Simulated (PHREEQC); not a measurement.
A made-up water analysis in mg/L, 90 °C, pH 3.37, pe 11.6:

| constituent | mg/L |
|---|---|
| Na | 1820 |
| K | 867 |
| Ca | 390 |
| Mg | 222 |
| Cl | 1050 |
| S(6) as SO4 | 6420 |
| Mn(2) | 5.64 |
| Cu(2) | 3.33 |
| Al | 211 |

Valence states are taken as typed.

Model: ion-association model, wateq4f.dat, run in PHREEQC.

Task: The ionic strength comes out as 0.161 mol/kgw. What activity coefficients do SO4-2, AlOH+2, Na+, Al+3, Cu+2 get?

Result: SO4-2 0.27, AlOH+2 0.29, Na+ 0.72, Al+3 0.11, Cu+2 0.30.

No solid was allowed to form. Saturation is exceeded, for instance for Boehmite (slow to form), Gibbsite (slow to form); the values hold only as long as no solid forms. Species that the database lacks are ignored. Constants without temperature data keep their 25 °C values here.
